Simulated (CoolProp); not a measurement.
Values from CoolProp's reference Helmholtz-energy equation of state, Jacobsen 1992.

Task: Give the vapour pressure (bar), enthalpy of vaporisation (kJ/kg), vapour viscosity (µPa s) of saturated R11 at 303.3 K.

Result: 
```csv
T (K),p (bar),enthalpy of vaporisation (kJ/kg),vapour viscosity (µPa s)
303.3,1.27,179,10.3
```

Viscosity comes from a separate model (Klein 1997), an estimate that may be off by 10 % or more.
